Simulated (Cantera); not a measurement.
Input (Python, Cantera):

```python
import numpy as np
import cantera as ct

gas = ct.Solution("gri30.yaml")
gas.TPX = 1400, 1100, {'H2': 0.016, 'O2': 1}
reactor = ct.IdealGasConstPressureReactor(gas, energy="off", clone=False)
net = ct.ReactorNet([reactor])
net.rtol, net.atol = 1e-08, 1e-18
show = ['H2', 'O2', 'H', 'HO2', 'OH', 'H2O2']
times = np.geomspace(1e-05, 200, 15)

steps = ct.SolutionArray(gas, extra=["t"])
rows = []
print(f"{'t/s':>10s}{'T/K':>9s}{'P/Pa':>11s}" + "".join(f"{s:>11s}" for s in show))
for t in times:
    while net.time < t:
        t_next = net.step()
        steps.append(gas.state, t=t_next)
    rows.append([np.interp(t, steps.t, y) for y in (steps.T, steps.P, *steps(*show).X.T)])
    print(f"{t:10.3e}{rows[-1][0]:9.1f}{rows[-1][1]:11.4g}" + "".join(f"{x:11.3e}" for x in rows[-1][2:]))
rate = np.gradient(steps.T, steps.t)
print("integrator steps:", len(steps.t))
if steps.T.max() > steps.T[0] + 200:
    print(f"time of steepest temperature rise: {steps.t[rate.argmax()]:.4e} s")
gas.TPX = 1400, 1100, {'H2': 0.016, 'O2': 1}
gas.equilibrate("TP")
print(f"equilibrium (TP): T = {gas.T:.1f} K  " + "  ".join(f"{s} {gas[s].X[0]:.3e}" for s in show))
```

Result:

```
       t/s      T/K       P/Pa         H2         O2          H        HO2         OH       H2O2
 1.000e-05   1400.0       1100  1.575e-02  9.843e-01  2.455e-09  2.990e-09  5.420e-10  7.164e-14
 3.323e-05   1400.0       1100  1.575e-02  9.843e-01  5.651e-09  9.937e-09  4.496e-09  7.862e-13
 1.104e-04   1400.0       1100  1.575e-02  9.843e-01  1.052e-08  3.301e-08  2.733e-08  8.516e-12
 3.669e-04   1400.0       1100  1.575e-02  9.843e-01  3.526e-08  1.096e-07  1.782e-07  8.847e-11
 1.219e-03   1400.0       1100  1.574e-02  9.842e-01  1.060e-06  3.649e-07  6.392e-06  8.093e-10
 4.051e-03   1400.0       1100  1.094e-03  9.706e-01  9.858e-04  7.120e-07  3.256e-03  2.661e-08
 1.346e-02   1400.0       1100  9.344e-05  9.697e-01  6.639e-04  5.223e-07  2.031e-03  1.324e-08
 4.472e-02   1400.0       1100  8.690e-05  9.707e-01  5.921e-04  5.044e-07  1.959e-03  1.297e-08
 1.486e-01   1400.0       1100  6.924e-05  9.735e-01  4.151e-04  4.508e-07  1.751e-03  1.210e-08
 4.938e-01   1400.0       1100  3.703e-05  9.784e-01  1.581e-04  3.238e-07  1.284e-03  9.646e-09
 1.641e+00   1400.0       1100  1.013e-05  9.825e-01  2.207e-05  1.489e-07  6.734e-04  5.294e-09
 5.452e+00   1400.0       1100  1.626e-06  9.838e-01  1.400e-06  4.568e-08  2.701e-04  1.765e-09
 1.811e+01   1400.0       1100  2.485e-07  9.840e-01  8.338e-08  2.658e-08  1.057e-04  4.491e-10
 6.019e+01   1400.0       1100  7.638e-08  9.841e-01  1.423e-08  3.578e-08  5.864e-05  1.953e-10
 2.000e+02   1400.0       1100  6.927e-08  9.841e-01  1.229e-08  3.711e-08  5.585e-05  1.844e-10
integrator steps: 1439
equilibrium (TP): T = 1400.0 K  H2 6.927e-08  O2 9.841e-01  H 1.229e-08  HO2 3.711e-08  OH 5.584e-05  H2O2 1.843e-10
```

Model: GRI-Mech 3.0 (53 species, 325 reactions), integrated in Cantera. Radical loss at walls, strong at low pressure, is not modelled.
